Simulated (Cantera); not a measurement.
Premixed flame

A freely propagating, adiabatic, planar premixed flame of 8.56 % CH4, 0.514 % C2H6, 19.1 % O2, 71.8 % N2, unburnt at 675 K and 10.0 bar; mixture-averaged transport, grid criteria slope 0.08 and curve 0.16, no radiation.

Detailed kinetics in Cantera: GRI-Mech 3.0 (53 species, 325 reactions). Burning velocities carry a grid error of a few per cent, more on coarse grids.

```json
[
 {"z (mm)": "-0.165", "T (K)": "676", "u (m/s)": "0.762", "x CH4": "0.0854", "x C2H6": "0.00513", "x O2": "0.191", "x CH2O": "1.31e-6", "x O": "<1e-8", "x CO2": "3.54e-6"},
 {"z (mm)": "-0.110", "T (K)": "681", "u (m/s)": "0.769", "x CH4": "0.0849", "x C2H6": "0.00512", "x O2": "0.190", "x CH2O": "8.55e-6", "x O": "<1e-8", "x CO2": "2.40e-5"},
 {"z (mm)": "-0.0826", "T (K)": "698", "u (m/s)": "0.789", "x CH4": "0.0836", "x C2H6": "0.00509", "x O2": "0.188", "x CH2O": "3.82e-5", "x O": "<1e-8", "x CO2": "0.000113"},
 {"z (mm)": "-0.0551", "T (K)": "783", "u (m/s)": "0.891", "x CH4": "0.0778", "x C2H6": "0.00491", "x O2": "0.181", "x CH2O": "0.000260", "x O": "<1e-8", "x CO2": "0.000868"},
 {"z (mm)": "-0.0275", "T (K)": "1196", "u (m/s)": "1.38", "x CH4": "0.0526", "x C2H6": "0.00349", "x O2": "0.142", "x CH2O": "0.00149", "x O": "2.89e-6", "x CO2": "0.00760"},
 {"z (mm)": "-0.0138", "T (K)": "1609", "u (m/s)": "1.87", "x CH4": "0.0275", "x C2H6": "0.00155", "x O2": "0.0987", "x CH2O": "0.00155", "x O": "5.32e-5", "x CO2": "0.0182"},
 {"z (mm)": "0", "T (K)": "2006", "u (m/s)": "2.34", "x CH4": "0.00542", "x C2H6": "8.15e-5", "x O2": "0.0520", "x CH2O": "0.000555", "x O": "0.000477", "x CO2": "0.0354"},
 {"z (mm)": "0.0138", "T (K)": "2184", "u (m/s)": "2.54", "x CH4": "0.000250", "x C2H6": "1.47e-7", "x O2": "0.0278", "x CH2O": "6.10e-5", "x O": "0.00146", "x CO2": "0.0526"},
 {"z (mm)": "0.0275", "T (K)": "2260", "u (m/s)": "2.61", "x CH4": "6.48e-6", "x C2H6": "<1e-8", "x O2": "0.0199", "x CH2O": "2.22e-6", "x O": "0.00168", "x CO2": "0.0635"},
 {"z (mm)": "0.0551", "T (K)": "2343", "u (m/s)": "2.69", "x CH4": "1.01e-8", "x C2H6": "<1e-8", "x O2": "0.0148", "x CH2O": "<1e-8", "x O": "0.00124", "x CO2": "0.0726"},
 {"z (mm)": "0.110", "T (K)": "2415", "u (m/s)": "2.76", "x CH4": "<1e-8", "x C2H6": "<1e-8", "x O2": "0.0112", "x CH2O": "<1e-8", "x O": "0.000744", "x CO2": "0.0783"},
 {"z (mm)": "0.220", "T (K)": "2460", "u (m/s)": "2.81", "x CH4": "<1e-8", "x C2H6": "<1e-8", "x O2": "0.00885", "x CH2O": "<1e-8", "x O": "0.000476", "x CO2": "0.0819"},
 {"z (mm)": "0.441", "T (K)": "2477", "u (m/s)": "2.82", "x CH4": "<1e-8", "x C2H6": "<1e-8", "x O2": "0.00791", "x CH2O": "<1e-8", "x O": "0.000392", "x CO2": "0.0834"}
]
```
x: mole fraction of selected species; z is measured from the peak of heat release.

| Item | Result |
|---|---|
| laminar burning velocity | 76.0 cm/s |
| thermal thickness | 0.0551 mm |
| peak x(CH2O) | 0.00173 |
| peak x(O) | 0.00169 |
| grid points | 136 |
